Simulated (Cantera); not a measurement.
A Cantera script and what it prints.

```python
import numpy as np
import cantera as ct

gas_names = [...]  # 110 gases of nasa_gas.yaml made of C, H, O
cond_names = """
    C(gr) C6H6(L) C7H8(L) C8H18(L),n-octa H2O(s) H2O(L)
""".split()


# ... load() reads the species with a 1 bar reference pressure and builds the phases ...
atoms = {
    'n-butane': {'C': 4, 'H': 10},
    'CO2': {'C': 1, 'O': 2},
    'H2': {'H': 2},
    'CH4': {'C': 1, 'H': 4},
}
top_T = {'C(gr)': 4500}  # K; cautious upper limits of use, not melting points


# ... equilibrate(T, P, feed) seeds the gas with the atoms and calls Mixture.equilibrate('TP', solver="vcs", rtol=1e-11, max_steps=5000) ...
results = []
feed = {'n-butane': 1, 'CO2': 0.023, 'H2': 0.58, 'CH4': 0.00014}  # mol
P = 51  # Pa
for T in [2575, 2600, 2625, 2650, 2675, 2700, 2725, 2750, 2775, 2800, 2825, 2850, 2875, 2900]:
    mix = equilibrate(T, P, feed)
    results.append((T, P, feed, dict(zip(mix.species_names, mix.species_moles))))

top = {s: max(r[3][s] / sum(r[3][g] for g in gas_names) for r in results) for s in gas_names}
cols = sorted((s for s in top if top[s] > 0.001), key=lambda s: -top[s])[:8]
seen = [c for c in cond_names if any(r[3].get(c, 0) > 1e-12 for r in results)]
print("log10 of partial pressures in bar; condensed amounts in mol")
print(f"{'T/K':>10s}" + "".join(f"{s[:9]:>10s}" for s in cols + seen))
for T, P, feed, n in results:
    ng = sum(n[g] for g in gas_names)
    print(f"{T:10.4g}" + "".join(f"{np.log10(max(n[s] / ng * P / 1e5, 1e-99)):10.3f}" for s in cols)
          + "".join(f"{n.get(c, 0):10.4g}" for c in seen))
```

Output:

```
log10 of partial pressures in bar; condensed amounts in mol
       T/K         H        H2        C3         C        C2        CO       C2H C2H2,acet     C(gr)
      2575    -3.418    -3.916    -5.812    -6.344    -6.841    -5.587    -6.328    -5.749       3.8
      2600    -3.403    -3.973    -5.655    -6.205    -6.682    -5.598    -6.248    -5.763     3.752
      2625    -3.389    -4.034    -5.500    -6.068    -6.526    -5.609    -6.172    -5.782     3.683
      2650    -3.378    -4.097    -5.349    -5.934    -6.372    -5.619    -6.099    -5.804     3.587
      2675    -3.369    -4.163    -5.201    -5.803    -6.222    -5.630    -6.029    -5.830     3.452
      2700    -3.362    -4.232    -5.056    -5.674    -6.074    -5.640    -5.963    -5.860     3.263
      2725    -3.357    -4.305    -4.913    -5.547    -5.930    -5.651    -5.901    -5.894     2.999
      2750    -3.355    -4.381    -4.773    -5.423    -5.787    -5.662    -5.842    -5.932      2.63
      2775    -3.357    -4.462    -4.635    -5.301    -5.648    -5.675    -5.787    -5.975     2.115
      2800    -3.361    -4.548    -4.501    -5.181    -5.511    -5.690    -5.737    -6.025     1.391
      2825    -3.370    -4.642    -4.368    -5.063    -5.377    -5.708    -5.692    -6.083    0.3648
      2850    -3.372    -4.720    -4.337    -4.981    -5.311    -5.717    -5.707    -6.192         0
      2875    -3.370    -4.789    -4.347    -4.913    -5.272    -5.720    -5.745    -6.318         0
      2900    -3.369    -4.858    -4.359    -4.847    -5.236    -5.724    -5.783    -6.444         0
```

Cantera equilibrium calculation (NASA polynomials, part measured and part estimated; ideal gas, pure solids and liquids).
